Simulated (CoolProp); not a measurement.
Vapour-liquid equilibrium of dimethyl ether (1) + R227EA (2) at 221.2 K; x and y are mole fractions of (1).

Computed with CoolProp (multi-fluid Helmholtz-energy mixture model, Wu 2011 and Lemmon 2016; pair parameters Bell 2016).

**Question.** Give the bubble pressure and the first vapour's composition at x = 0.2, 0.35, 0.8. Is there an azeotrope?

**Answer.** x = 0.2: 0.1321 bar, y = 0.132; x = 0.35: 0.1274 bar, y = 0.394; x = 0.8: 0.2165 bar, y = 0.943. y crosses x between x = 0.2 and 0.35: the model has an azeotrope there.

The pair parameters rest on a limited set of measurements; away from them the model extrapolates.
